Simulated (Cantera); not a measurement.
Adiabatic ignition

An adiabatic, constant-pressure homogeneous reactor starts with CO : H2 : CH4 : O2 : N2 = 1 : 0.033 : 0.17 : 1.5 : 5.65 (molar parts), equivalence ratio 0.57, at 1075 K and 2.20 bar.

Detailed kinetics in Cantera: GRI-Mech 3.0 (53 species, 325 reactions).

| t (s) | T (K) | x CO | x H2 | x CH4 | x C2H | x C2H2 | x NO2 | x CH2O |
|---|---|---|---|---|---|---|---|---|
| 2.00e-6 | 1075 | 0.120 | 0.00395 | 0.0204 | <1e-12 | <1e-12 | <1e-12 | <1e-12 |
| 6.93e-6 | 1075 | 0.120 | 0.00395 | 0.0204 | <1e-12 | <1e-12 | <1e-12 | 4.30e-12 |
| 2.40e-5 | 1075 | 0.120 | 0.00395 | 0.0204 | <1e-12 | <1e-12 | <1e-12 | 1.00e-10 |
| 8.32e-5 | 1075 | 0.120 | 0.00395 | 0.0204 | <1e-12 | <1e-12 | <1e-12 | 1.67e-9 |
| 0.000288 | 1075 | 0.120 | 0.00395 | 0.0204 | <1e-12 | <1e-12 | <1e-12 | 2.84e-8 |
| 0.001000 | 1075 | 0.120 | 0.00395 | 0.0203 | <1e-12 | <1e-12 | <1e-12 | 1.32e-6 |
| 0.00346 | 2315 | 0.0122 | 0.000652 | <1e-12 | <1e-12 | <1e-12 | 1.64e-7 | 5.33e-12 |
| 0.0120 | 2372 | 0.00608 | 0.000329 | <1e-12 | <1e-12 | <1e-12 | 2.54e-6 | 1.77e-12 |
| 0.0416 | 2363 | 0.00588 | 0.000320 | <1e-12 | <1e-12 | <1e-12 | 7.19e-6 | 1.66e-12 |
| 0.144 | 2359 | 0.00578 | 0.000315 | <1e-12 | <1e-12 | <1e-12 | 9.60e-6 | 1.61e-12 |
| 0.500 | 2359 | 0.00578 | 0.000315 | <1e-12 | <1e-12 | <1e-12 | 9.65e-6 | 1.61e-12 |
| 1.73 | 2359 | 0.00578 | 0.000315 | <1e-12 | <1e-12 | <1e-12 | 9.65e-6 | 1.61e-12 |
| 6.00 | 2359 | 0.00578 | 0.000315 | <1e-12 | <1e-12 | <1e-12 | 9.65e-6 | 1.61e-12 |
x: mole fraction; the columns are a selection and need not sum to one.

```json
{
 "time_of_steepest_temperature_rise": "3.17 ms",
 "temperature at 6.00 s": "2359 K",
 "equilibrium_temperature": "2359 K",
 "x(CO) at 6.00 s": "0.00578 (gas-phase equilibrium 0.00578)",
 "x(H2) at 6.00 s": "0.000315 (gas-phase equilibrium 0.000315)",
 "x(CH4) at 6.00 s": "<1e-12 (gas-phase equilibrium <1e-12)"
}
```
